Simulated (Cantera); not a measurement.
## Thermodynamics of silicon nitride deposition, feed SiHCl3 + NH3 + H2

Feed: 1 mol SiHCl3, 0.91 mol NH3, 22 mol H2, equilibrated at 13300 Pa.

Equilibrium computed with Cantera from the NASA thermochemical tables; the gas is ideal and each condensed phase is pure. Candidate condensed phases: NH4Cl, Si, Si3N4; 28 gas species. The tables' values for SiCl3 are old estimates; treat these amounts as uncertain. The numbers say what is thermodynamically allowed, not how fast it happens.

```csv
T (K),log p H2,log p HCl,log p SiCl2,log p SiCl4,log p SiHCl3,n Si3N4(s)
1198,-0.92,-2.00,-3.78,-2.99,-3.47,0.227
1248,-0.92,-1.98,-3.42,-3.11,-3.50,0.227
1298,-0.92,-1.96,-3.18,-3.29,-3.60,0.227
1348,-0.92,-1.94,-3.01,-3.53,-3.76,0.227
1398,-0.92,-1.93,-2.91,-3.81,-3.96,0.225
1448,-0.92,-1.93,-2.84,-4.11,-4.18,0.221
1498,-0.92,-1.93,-2.78,-4.41,-4.39,0.213
1548,-0.92,-1.95,-2.71,-4.70,-4.59,0.199
```
log p: log10 of the partial pressure in bar; n: condensed amount in mol.

From 1198 K to 1548 K the condensed part is Si3N4(s). The main Si-bearing gas is SiCl4 at 1198 K and SiCl2 at 1548 K.
